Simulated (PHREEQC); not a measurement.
Consider water at 20 °C with 47 mmol/kgw NaOH, 1.4 mmol/kgw Na2CO3 and 0.72 mmol/kgw KCl. Closed to the air; pH follows from the charge balance.

The numbers come from PHREEQC with the Pitzer model, pitzer.dat.

No solid was allowed to form.

### Question
Predict the pH, specific conductance.

### Answer
pH 12.75; specific conductance 9330 µS/cm.
